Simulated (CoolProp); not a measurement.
Properties of acetone along the isotherm 276.85 °C.

Values from CoolProp's reference Helmholtz-energy equation of state, Lemmon 2006. It is a short technical equation, of lower accuracy than the large ones.

| p (bar) | phase | density (kg/m³) | cp (kJ/(kg K)) | cv (kJ/(kg K)) | speed of sound (m/s) |
|---|---|---|---|---|---|
| 1.56 | gas | 2.001 | 2.004 | 1.854 | 288.9 |
| 3.13 | gas | 4.057 | 2.017 | 1.859 | 286.4 |
| 4.69 | gas | 6.142 | 2.031 | 1.865 | 284.0 |
| 6.26 | gas | 8.286 | ___ | ___ | 281.5 |
| 7.82 | gas | 10.46 | 2.061 | 1.877 | 279.0 |
| 9.38 | gas | 12.69 | 2.077 | 1.883 | 276.5 |
| 10.9 | gas | 14.90 | 2.093 | 1.889 | 274.1 |
| 12.5 | gas | 17.29 | 2.111 | 1.895 | 271.5 |
| 14.1 | gas | 19.74 | 2.129 | 1.902 | 268.9 |
| 15.6 | gas | 22.09 | 2.148 | ___ | 266.5 |
| 17.2 | gas | 24.66 | 2.168 | 1.915 | 263.9 |
| 18.8 | gas | 27.29 | 2.190 | 1.922 | 261.2 |
| 20.3 | gas | 29.83 | 2.211 | 1.929 | 258.7 |
| 21.9 | gas | 32.61 | 2.235 | 1.937 | 256.0 |
| 23.5 | gas | ___ | 2.261 | ___ | 253.3 |

### Question
Fill in the missing entries.

### Answer

- 6.26, cp (kJ/(kg K)): 2.046
- 6.26, cv (kJ/(kg K)): 1.871
- 15.6, cv (kJ/(kg K)): 1.908
- 23.5, density (kg/m³): 35.46
- 23.5, cv (kJ/(kg K)): 1.944
